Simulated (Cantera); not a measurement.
# Stirred combustor or abatement burner

A perfectly stirred reactor is fed with 1.34 % CH₄, 2.02 % C₂H₆, 19.9 % O₂, 74.7 % N₂, 2.02 % H₂O, at 1.00 atm; it is adiabatic with a 575 K inlet, and is followed from long to short residence time, starting on the burning branch (τ in s: 0.025, 0.012, 0.0061, 0.003, 0.0015, 0.00075, 0.00037, 0.00018, 9.2e-05, 4.5e-05, 2.3e-05, 1.1e-05, 5.6e-06).

Computed with Cantera and GRI-Mech 3.0 (53 species, 325 reactions).

```csv
τ (s),T (K),x CH₄,x C₂H₆,x O₂,x CH₂,x C₂H₄,x CH₂O,x CO
0.025,1662,8.45e-6,3.25e-6,0.100,4.91e-8,8.12e-6,1.86e-6,0.000733
0.012,1654,1.37e-5,5.26e-6,0.101,9.50e-8,1.13e-5,3.29e-6,0.00120
0.0061,1645,2.16e-5,8.28e-6,0.101,1.73e-7,1.48e-5,5.62e-6,0.00188
0.0030,1629,3.59e-5,1.36e-5,0.101,3.19e-7,1.91e-5,1.00e-5,0.00304
0.0015,1607,6.15e-5,2.28e-5,0.102,5.72e-7,2.43e-5,1.80e-5,0.00489
0.00075,1573,0.000115,4.16e-5,0.104,1.02e-6,3.25e-5,3.36e-5,0.00804
0.00037,1513,0.000275,9.61e-5,0.108,1.92e-6,5.72e-5,7.43e-5,0.0142
0.00018,575,0.0134,0.0202,0.199,<1e-12,<1e-12,<1e-12,<1e-12
9.2e-5,575,0.0134,0.0202,0.199,<1e-12,<1e-12,<1e-12,<1e-12
4.5e-5,575,0.0134,0.0202,0.199,<1e-12,<1e-12,<1e-12,<1e-12
2.3e-5,575,0.0134,0.0202,0.199,<1e-12,<1e-12,<1e-12,<1e-12
1.1e-5,575,0.0134,0.0202,0.199,<1e-12,<1e-12,<1e-12,<1e-12
5.6e-6,575,0.0134,0.0202,0.199,<1e-12,<1e-12,<1e-12,<1e-12
```
x: mole fraction; the columns are a selection and need not sum to one.
